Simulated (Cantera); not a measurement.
Charge: 1 mol Cr, 16 mol N2O, 3.8 mol H2, equilibrated at 13.3 mbar.

These are equilibrium values from Cantera (NASA tables, ideal gas, pure condensed phases), not measurements of a reactor. Candidate condensed phases: Cr, CrN, Cr2N, Cr2O3, H2O; 29 gas species. Gases not in the tables: CrO2(OH)2. Kinetics and transport are ignored.

log p: log10 of the partial pressure in bar; n: condensed amount in mol.

```tsv
T (°C)	log p N2	log p O2	log p H2O	log p NO	log p OH	n Cr2O3(s)
1050	-2.07	-2.55	-2.70	-5.26	-6.18	0.500
1100	-2.07	-2.55	-2.70	-5.13	-5.95	0.500
1150	-2.07	-2.55	-2.70	-5.00	-5.73	0.500
1200	-2.07	-2.55	-2.70	-4.89	-5.53	0.500
1250	-2.07	-2.55	-2.70	___	___	0.500
1300	-2.07	-2.55	-2.70	-4.68	-5.16	0.500
1350	-2.07	-2.55	-2.70	___	___	0.500
1400	-2.07	-2.55	-2.70	-4.50	-4.84	0.500
1450	-2.07	-2.55	-2.70	-4.42	-4.69	0.500
1500	-2.07	-2.55	-2.70	-4.34	-4.55	0.500
```

Question: Fill in the missing entries.

Answer: 
- 1250, log p NO: -4.78
- 1250, log p OH: -5.34
- 1350, log p NO: -4.59
- 1350, log p OH: -4.99
